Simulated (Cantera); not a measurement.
Input: 1 mol Al₂O₃, 0.99 mol SiCl₄, 0.59 mol O₂, held at 600 °C and 0.825 Torr.

Equilibrium computed with Cantera from the NASA thermochemical tables; the gas is ideal and each condensed phase is pure. Candidate condensed phases: Al, AlCl₃, Al₂O₃, Al₂SiO₅, Al₆Si₂O₁₃, Si, SiO₂; 26 gas species. Condensed phases not in the tables: AlOCl, alloys, solid solutions and most ternary compounds. The numbers say what is thermodynamically allowed, not how fast it happens.

Base state: Cl₂ 0.704, AlCl₃ 0.224, SiCl₄ 0.0711, Cl 0.00112, Al₂Cl₆ 4.18e-5 (mole fractions); condensed: Al₂SiO₅(andalusite) + SiO₂(β-quartz).

Problem. What changes in the equilibrium state with this change: temperature from 600 °C to 1352 °C?

Solution. 
```json
[
 {"species": "Cl", "before": "0.00112", "after": "0.768"},
 {"species": "AlCl₃", "before": "0.224", "after": "0.191"},
 {"species": "Cl₂", "before": "0.704", "after": "0.0401"},
 {"species": "SiCl₄", "before": "0.0711", "after": "0.000250"},
 {"species": "AlCl₂", "before": "<1e-9", "after": "9.44e-5"},
 {"species": "O₂", "before": "<1e-9", "after": "2.06e-5"},
 {"species": "AlOCl", "before": "<1e-9", "after": "1.04e-5"},
 {"species": "Al₂Cl₆", "before": "4.18e-5", "after": "2.39e-8"},
 {"species": "Al₂SiO₅(andalusite), mol", "before": "0.813", "after": "0"},
 {"species": "SiO₂(β-quartz), mol", "before": "0.0582", "after": "0.500"},
 {"species": "Al₆Si₂O₁₃(mullite), mol", "before": "0", "after": "0.245"}
]
```
Mutual solubility and eutectic melting of coexisting phases are not modelled. The tables' values for AlCl₂ are old estimates; treat these amounts as uncertain. The tables hold silica as quartz up to 1696 K and as liquid above; real silica turns to tridymite and cristobalite and melts near 1996 K. Condensed phases not in the tables: alloys, solid solutions and most ternary compounds.
